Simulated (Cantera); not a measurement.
Cantera run, input and output.

```python
import numpy as np
import cantera as ct

gas = ct.Solution("gri30.yaml")


def delay(T, t_max=10):
    gas.TPX = T, 510000, {'CH4': 1, 'CO': 0.043, 'O2': 2.02, 'N2': 7.6}
    reactor = ct.IdealGasConstPressureReactor(gas, clone=False)
    net = ct.ReactorNet([reactor])
    net.rtol, net.atol = 1e-8, 1e-16
    while net.time < t_max:
        t_old, T_old = net.time, reactor.T
        net.step()
        if reactor.T > T + 400:  # ignition: a rise of 400 K
            return t_old + (T + 400 - T_old) / (reactor.T - T_old) * (net.time - t_old)
    return np.nan


taus = []
for T in [1050, 1100, 1150, 1200, 1250, 1300, 1350, 1400, 1450]:
    taus.append(delay(T))
    print(f"T0 = {T:6g} K   tau = {taus[-1]:.4e} s")
```

Output:

```
T0 =   1050 K   tau = 8.8250e-02 s
T0 =   1100 K   tau = 4.1225e-02 s
T0 =   1150 K   tau = 2.0227e-02 s
T0 =   1200 K   tau = 1.0316e-02 s
T0 =   1250 K   tau = 5.4404e-03 s
T0 =   1300 K   tau = 2.9574e-03 s
T0 =   1350 K   tau = 1.6529e-03 s
T0 =   1400 K   tau = 9.4783e-04 s
T0 =   1450 K   tau = 5.5694e-04 s
```

Computed with Cantera and GRI-Mech 3.0 (53 species, 325 reactions).
